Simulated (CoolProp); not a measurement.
A single-stage vapour-compression cycle with n-butane: evaporating at 235.15 K (dew point), condensing at 281.15 K (bubble point), superheat 5 K, subcooling 0 K, compressor efficiency 0.8, no pressure losses. Each further row changes one setting.

The numbers come from the reference Helmholtz-energy equation of state, Bücker 2006 in CoolProp.

```tsv
case	cooling COP	pressure ratio	discharge temperature (K)	refrigerating effect (kJ/kg)	volumetric capacity (kJ/m³)
as stated	3.47	7.40	301.5	321	177
evaporating temperature 240.15 K	4.05	?	298.9	328	?
condensing temperature 276.15 K	?	?	295.8	332	183
subcooling 5 K	3.59	7.40	301.5	332	183
superheat 15 K	3.48	7.40	312.0	335	177
compressor efficiency 0.7	3.03	7.40	308.9	321	177
```

**Question.** Some entries are withheld; supply them.

**Answer.** 
- evaporating temperature 240.15 K, pressure ratio: 5.70
- evaporating temperature 240.15 K, volumetric capacity (kJ/m³): 230
- condensing temperature 276.15 K, cooling COP: 3.98
- condensing temperature 276.15 K, pressure ratio: 6.17
